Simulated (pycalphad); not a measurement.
CALPHAD calculation (pycalphad, COST 507 light-alloy database (1999)), 1 atm. The data set is of 1999 and partly superseded. Amounts are mole fractions of atoms.

Question: Give the equilibrium state of Si-4.59Al (at.%) at 1350 K.

Answer: 
```
T = 1350.00 K, P = 101325 Pa, N = 1 mol of atoms
G = -49975 J/mol, H = 29340 J/mol, S = 58.75 J/(mol K)  (SER reference)
chemical potentials (J/mol): Si -48425, Al -82193
phase             fraction      x(Si)      x(Al)
DIAMOND_A4          0.9057     0.9999   7.75e-05
LIQUID              0.0943     0.5142     0.4858
```

Question: Give the equilibrium state of Si-4.59Al (at.%) at 750 K.

Answer: diamond (Si), fraction 0.954, with <0.01 Al at.%; fcc, fraction 0.046, with 99.39 Al at.%.

DIAMOND_A4 is diamond (Si).
